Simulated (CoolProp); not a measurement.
Dodecamethylpentasiloxane (MD3M) along the isobar 101 kPa: Z from the reference equation and from simpler models built on Tc = 354.9 °C, pc = 954.0 kPa, ω = 0.730; each cubic takes its own stable root.

Model: reference Helmholtz-energy equation of state, Thol 2019, in CoolProp.

| T (°C) | phase | reference | Pitzer virial | Redlich-Kwong |
|---|---|---|---|---|
| 232.05 | gas | 0.8947 | 0.9044 | 0.9296 |
| 240.85 | gas | 0.9029 | 0.9110 | 0.9331 |
| 249.65 | gas | 0.9103 | 0.9170 | 0.9364 |
| 258.55 | gas | 0.9170 | 0.9226 | 0.9395 |
| 267.35 | gas | 0.9230 | 0.9277 | 0.9423 |
| 276.15 | gas | 0.9284 | 0.9324 | 0.9450 |
| 285.05 | gas | 0.9333 | 0.9368 | 0.9476 |
| 293.85 | gas | 0.9378 | 0.9407 | 0.9500 |
| 302.65 | gas | 0.9419 | 0.9444 | 0.9522 |
| 311.55 | gas | 0.9457 | 0.9479 | 0.9543 |
| 320.35 | gas | 0.9492 | 0.9511 | 0.9563 |
| 329.15 | gas | 0.9523 | 0.9540 | 0.9582 |
| 338.05 | gas | 0.9553 | 0.9568 | 0.9600 |
| 346.85 | gas | 0.9580 | 0.9594 | 0.9616 |
